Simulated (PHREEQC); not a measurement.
# Buffer

A solution holds 1.4e-05 mol/kgw NaH2PO4, 1.7e-05 mol/kgw Na2B4O7 and 2.6e-06 mol/kgw NaCl, at 25 °C. Closed to the air; pH follows from the charge balance.

Model: ion-association model, phreeqc.dat, run in PHREEQC.

This is a speciation only: nothing precipitates in the calculation.

Question: Predict the pH, ionic strength.

Answer: pH 8.70; ionic strength 6.42e-5 mol/kgw.

Question: In which forms is P present?

Answer: HPO4-2 97 %, H2PO4- 3.0 % of the P.

Complexes and solids missing from the database can't appear.
